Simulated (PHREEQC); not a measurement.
A solution holds 0.83 mol HCl, 0.0039 mol Al2(SO4)3 and 0.022 mol Fe2(SO4)3 per kg of water, at 13 °C. Closed to the air; pH follows from the charge balance.

Computed with PHREEQC (ion-association model, phreeqc.dat).

| quantity | before | after |
|---|---|---|
| pH | 0.24 | 0.22 |
| ionic strength (mol/kgw) | 0.916 | 0.889 |
| HSO4- (mol/kgw) | 0.0566 | 0.0293 |
| SO4-2 (mol/kgw) | 0.00619 | 0.00300 |
| Al+3 (mol/kgw) | 0.00575 | 0.00664 |
| AlSO4+ (mol/kgw) | 0.00185 | 0.00106 |
| SI of Gibbsite (Al(OH)3) | -11.49 | -11.49 |

Task: Name the change that produced these shifts.
A. Fe2(SO4)3 replaced by (NH4)2SO4 at the same molality
B. diluted 10-fold with water
C. diluted 100-fold with water
D. HCl from 0.83 to 1.24 mol/kgw
E. diluted 5-fold with water

Result: A, Fe2(SO4)3 replaced by (NH4)2SO4 at the same molality

This is a speciation only: nothing precipitates in the calculation. The ionic strength passes 0.7 mol/kgw, the rough limit of the ion-association models, in every such run. Away from 25 °C the constants follow the database's enthalpies or fits; those with neither stay at their 25 °C values.
